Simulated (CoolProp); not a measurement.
Saturation properties of n-octane.

Computed with CoolProp (reference Helmholtz-energy equation of state, Beckmüller 2019).

```
T (K)  p (kPa)  liquid density (kg/m³)  enthalpy of vaporisation (kJ/kg)  liquid cp (kJ/(kg K))  vapour Z  liquid conductivity (mW/(m K))
-----  -------  ----------------------  --------------------------------  ---------------------  --------  ------------------------------
326.2    7.724                   675.5                             347.0                  2.334    0.9912                             116
333.6    10.70                   669.3                             342.6                  2.364    0.9888                             114
341      14.56                   663.0                             338.2                  2.394    0.9859                             112
348.4    19.51                   656.7                             333.8                  2.425    0.9826                             110
355.8    25.75                   650.3                             329.3                  2.456    0.9787                             108
363.2    33.52                   643.8                             324.7                  2.488    0.9742                             106
370.7    43.24                   637.1                             320.0                  2.520    0.9691                             104
378.1    54.92                   630.4                             315.3                  2.553    0.9634                             102
385.5    68.99                   623.7                             310.4                  2.586    0.9570                            99.9
392.9    85.78                   616.8                             305.5                  2.620    0.9499                            98.0
400.3    105.6                   609.8                             300.4                  2.655    0.9421                            96.2
407.7    128.9                   602.6                             295.3                  2.690    0.9334                            94.3
```

It boils at 398.8 K under 1 atm.

Thermal conductivity comes from a separate model (Huber 2005).
